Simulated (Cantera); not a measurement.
A closed system holds: 1 mol CuO, 4.2 mol HF, 3.1 mol H2, equilibrated at 1525 K and 0.133 bar.

These are equilibrium values from Cantera (NASA tables, ideal gas, pure condensed phases), not measurements of a reactor. Candidate condensed phases: Cu, CuF2, CuO, Cu(OH)2, Cu2O, H2O; 27 gas species. Rates play no part.

Base state: HF 0.575, H2 0.288, H2O 0.137, Cu 9.33e-5, CuF 5.12e-5, H 3.47e-5 (mole fractions); condensed: Cu(l).

Q: What changes in the equilibrium state with this change: H2 from 3.1 to 0.21 mol?

A: 
```
species        before     after
------------  -------  --------
HF              0.575     0.903
H2O             0.137    0.0525
O2              <1e-9    0.0316
H2              0.288   2.13e-6
CuF           5.12e-5    0.0129
CuF2          1.81e-9  0.000265
H             3.47e-5   9.45e-8
Cu(l), mol      0.999         0
Cu2O(l), mol        0     0.470
```
